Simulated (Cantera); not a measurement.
Input: 1 mol C₂H₂, 0.2 mol H₂O, 0.85 mol N₂, equilibrated at 32.0 mbar.

These are equilibrium values from Cantera (NASA tables, ideal gas, pure condensed phases), not measurements of a reactor. Candidate condensed phases: C, C₆H₆, C₇H₈, C₈H₁₈, H₂O; 136 gas species. The numbers say what is thermodynamically allowed, not how fast it happens.

x: gas mole fraction; n: condensed amount in mol.

```
T (°C)   x H₂   x N₂      x H    x CO    x HCN  x C₂H₂ (acetylene)  x HNC  n C(graphite)
------  -----  -----  -------  ------  -------  ------------------  -----  -------------
1625    0.528  0.375  0.00318  0.0887  0.00430            0.000199    ___           1.79
1775    0.522  0.372  0.00904  0.0885  0.00781            0.000547    ___           1.78
1925    0.508  0.367   0.0222  0.0879   0.0129             0.00129    ___           1.76
2075    0.483  0.358   0.0480  0.0868   0.0196             0.00264    ___           1.74
2225    0.442  0.345   0.0926  0.0848   0.0275             0.00474    ___           1.70
2375    0.382  0.326    0.161  0.0817   0.0354             0.00744    ___           1.66
2525    0.304  0.303    0.251  0.0775   0.0418              0.0101    ___           1.60
2675    0.218  0.277    0.350  0.0722   0.0448              0.0116    ___           1.50
```

### Question
What belongs in the gaps?

### Answer

- 1625, x HNC: 0.000201
- 1775, x HNC: 0.000483
- 1925, x HNC: 0.00102
- 2075, x HNC: 0.00191
- 2225, x HNC: 0.00321
- 2375, x HNC: 0.00487
- 2525, x HNC: 0.00665
- 2675, x HNC: 0.00812
